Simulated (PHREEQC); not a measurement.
Make-up at 25 °C: 0.098 mol/kgw HF and 0.015 mol/kgw KCl. Closed to the air; pH follows from the charge balance.

The numbers come from PHREEQC with the ion-association model, phreeqc.dat.

| quantity | before | after |
|---|---|---|
| pH | 2.05 | 2.04 |
| ionic strength (mol/kgw) | 0.0250 | 0.161 |
| SI of Sylvite (KCl) | -4.68 | -2.82 |

**Question.** Which change was made?
A. KCl from 0.015 to 0.15 mol/kgw
B. KCl from 0.015 to 0.0015 mol/kgw
C. HF from 0.098 to 0.0098 mol/kgw
D. diluted 5-fold with water
E. diluted 2-fold with water

**Answer.** A, KCl from 0.015 to 0.15 mol/kgw

No solid was allowed to form.
